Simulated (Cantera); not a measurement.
A Cantera script and what it prints.

```python
import numpy as np
import cantera as ct

gas_names = """
    CL CL2 H HCL H2 Si SiCL SiCL2 SiCL3 SiCL4 SiH SiHCL3 SiH2 SiH2CL2 SiH3 SiH3CL SiH4 Si2 Si3
""".split()
cond_names = """
    Si(cr) Si(L)
""".split()


# ... load() reads the species with a 1 bar reference pressure and builds the phases ...
atoms = {
    'Si': {'Si': 1},
    'HCl': {'H': 1, 'CL': 1},
    'H2': {'H': 2},
}
top_T = {}  # K; cautious upper limits of use, not melting points


# ... equilibrate(T, P, feed) seeds the gas with the atoms and calls Mixture.equilibrate('TP', solver="vcs", rtol=1e-11, max_steps=5000) ...
results = []
feed = {'Si': 1, 'HCl': 0.85, 'H2': 2.8}  # mol
P = 10000  # Pa
for T in [650, 725, 800, 875, 950, 1025, 1100, 1175, 1250, 1325, 1400, 1475, 1550, 1625]:
    mix = equilibrate(T, P, feed)
    results.append((T, P, feed, dict(zip(mix.species_names, mix.species_moles))))
    x = sorted(zip(gas.X, gas.species_names), reverse=True)
    print(f"T = {T:g} K  P = {P:g} Pa  gas = {mix.phase_moles(0):.4g} mol")
    print("   x: " + "  ".join(f"{s} {v:.3e}" for v, s in x if v > 1e-05))
    print("   condensed (mol): " + ("  ".join(f"{mix.phase(i).name} {mix.phase_moles(i):.4g}"
          for i in range(1, mix.n_phases) if mix.phase_moles(i) > 1e-12) or "none"))
```

Result:

```
T = 650 K  P = 10000 Pa  gas = 3.419 mol
   x: H2 9.323e-01  SiCL4 4.633e-02  SiHCL3 2.068e-02  SiH2CL2 5.356e-04  HCL 1.697e-04
   condensed (mol): Si(cr) 0.769
T = 725 K  P = 10000 Pa  gas = 3.42 mol
   x: H2 9.321e-01  SiCL4 4.666e-02  SiHCL3 2.000e-02  HCL 6.709e-04  SiH2CL2 5.968e-04
   condensed (mol): Si(cr) 0.7699
T = 800 K  P = 10000 Pa  gas = 3.422 mol
   x: H2 9.312e-01  SiCL4 4.675e-02  SiHCL3 1.932e-02  HCL 2.037e-03  SiH2CL2 6.450e-04  SiCL3 4.385e-05
   condensed (mol): Si(cr) 0.7716
T = 875 K  P = 10000 Pa  gas = 3.425 mol
   x: H2 9.291e-01  SiCL4 4.636e-02  SiHCL3 1.857e-02  HCL 5.076e-03  SiH2CL2 6.802e-04  SiCL3 1.683e-04  SiCL2 3.533e-05
   condensed (mol): Si(cr) 0.7746
T = 950 K  P = 10000 Pa  gas = 3.431 mol
   x: H2 9.249e-01  SiCL4 4.515e-02  SiHCL3 1.765e-02  HCL 1.085e-02  SiH2CL2 7.005e-04  SiCL3 5.129e-04  SiCL2 1.945e-04
   condensed (mol): Si(cr) 0.7797
T = 1025 K  P = 10000 Pa  gas = 3.442 mol
   x: H2 9.177e-01  SiCL4 4.258e-02  HCL 2.047e-02  SiHCL3 1.641e-02  SiCL3 1.289e-03  SiCL2 8.148e-04  SiH2CL2 7.015e-04
   condensed (mol): Si(cr) 0.7873
T = 1100 K  P = 10000 Pa  gas = 3.461 mol
   x: H2 9.065e-01  SiCL4 3.801e-02  HCL 3.471e-02  SiHCL3 1.464e-02  SiCL3 2.718e-03  SiCL2 2.706e-03  SiH2CL2 6.762e-04
   condensed (mol): Si(cr) 0.7966
T = 1175 K  P = 10000 Pa  gas = 3.489 mol
   x: H2 8.909e-01  HCL 5.328e-02  SiCL4 3.090e-02  SiHCL3 1.219e-02  SiCL2 7.268e-03  SiCL3 4.794e-03  SiH2CL2 6.161e-04
   condensed (mol): Si(cr) 0.8054
T = 1250 K  P = 10000 Pa  gas = 3.528 mol
   x: H2 8.721e-01  HCL 7.403e-02  SiCL4 2.159e-02  SiCL2 1.581e-02  SiHCL3 9.051e-03  SiCL3 6.906e-03  SiH2CL2 5.163e-04
   condensed (mol): Si(cr) 0.8099
T = 1325 K  P = 10000 Pa  gas = 3.571 mol
   x: H2 8.536e-01  HCL 9.272e-02  SiCL2 2.759e-02  SiCL4 1.215e-02  SiCL3 7.857e-03  SiHCL3 5.727e-03  SiH2CL2 3.873e-04
   condensed (mol): Si(cr) 0.8082
T = 1400 K  P = 10000 Pa  gas = 3.606 mol
   x: H2 8.399e-01  HCL 1.053e-01  SiCL2 3.898e-02  SiCL3 7.045e-03  SiCL4 5.406e-03  SiHCL3 3.051e-03  SiH2CL2 2.591e-04  H 1.410e-05
   condensed (mol): Si(cr) 0.8026
T = 1475 K  P = 10000 Pa  gas = 3.627 mol
   x: H2 8.325e-01  HCL 1.115e-01  SiCL2 4.700e-02  SiCL3 5.327e-03  SiCL4 2.054e-03  SiHCL3 1.452e-03  SiH2CL2 1.610e-04  H 3.742e-05
   condensed (mol): Si(cr) 0.7969
T = 1550 K  P = 10000 Pa  gas = 3.638 mol
   x: H2 8.292e-01  HCL 1.136e-01  SiCL2 5.183e-02  SiCL3 3.731e-03  SiCL4 7.481e-04  SiHCL3 6.716e-04  SiH2CL2 9.835e-05  H 9.069e-05
   condensed (mol): Si(cr) 0.7923
T = 1625 K  P = 10000 Pa  gas = 3.643 mol
   x: H2 8.279e-01  HCL 1.138e-01  SiCL2 5.477e-02  SiCL3 2.574e-03  SiHCL3 3.188e-04  SiCL4 2.810e-04  H 2.030e-04  SiH2CL2 6.107e-05  CL 2.197e-05  SiCL 1.759e-05
   condensed (mol): Si(cr) 0.7886
```

Equilibrium computed with Cantera from the NASA thermochemical tables; the gas is ideal and each condensed phase is pure. The tables' values for SiCl3, SiCl are old estimates; treat these amounts as uncertain.
